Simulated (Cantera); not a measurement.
## Thermodynamics of thermal oxidation and active oxidation of silicon, feed Si + CO₂ + N₂

A closed system holds: 1 mol Si, 1.2 mol CO₂, 600 mol N₂, equilibrated at 1598 K and 0.000825 Torr.

These are equilibrium values from Cantera (NASA tables, ideal gas, pure condensed phases), not measurements of a reactor. Candidate condensed phases: C, Si, SiC, SiO₂, Si₂N₂O, Si₃N₄; 34 gas species. Kinetics and transport are ignored.

The x(N₂) is 0.996. The x(CO) is 0.00173. The x(SiO) comes out as 0.00166 and the x(CO₂) is 0.000264. The x(O) is 3.81e-5. The x(NO) is 1.33e-5 and the x(O₂) is 7.96e-6. The x(SiO₂) is 1.21e-6. The gas amount is 602.2 mol, the log10 activity of Si(s) (absent) is -10.89 and the log10 activity of C(graphite) (absent) comes out as -11.43.
